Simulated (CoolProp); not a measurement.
A single-stage vapour-compression cycle with the fluid: evaporating at 317.15 K (dew point), condensing at 358.15 K (bubble point), superheat 0 K, subcooling 2 K, compressor efficiency 0.7, no pressure losses. The same conditions are run with several fluids, on thermodynamics alone (safety and materials aside).

The numbers come from the reference Helmholtz-energy equation of state of each fluid (R134a: Tillner-Roth 1994; 1,2-dichloroethane: Thol 2015; cyclopentane: Gedanitz 2015; dimethyl carbonate: Zhou 2011; R152A: Outcalt 1996; n-perfluorohexane: Gao 2022) in CoolProp.

Task: Rank R134a, 1,2-dichloroethane, cyclopentane, dimethyl carbonate, R152A, n-perfluorohexane by cooling COP, highest first.

Result: 1,2-dichloroethane (4.95), dimethyl carbonate (4.87), cyclopentane (4.78), R152A (4.02), n-perfluorohexane (3.60), R134a (3.56)

| fluid | pressure ratio | discharge temperature (K) | refrigerating effect (kJ/kg) | volumetric capacity (kJ/m³) |
|---|---|---|---|---|
| R134a | 2.59 | 368.5 | 93.3 | 5230 |
| 1,2-dichloroethane | 4.34 | 386.4 | 293 | 271 |
| cyclopentane | 3.38 | 367.9 | 315 | 734 |
| dimethyl carbonate | 4.78 | 371.2 | 333 | 206 |
| R152A | 2.57 | 374.8 | 173 | 5470 |
| n-perfluorohexane | 3.76 | 358.2 | 44.8 | 382 |

The compression ends wet for: n-perfluorohexane.
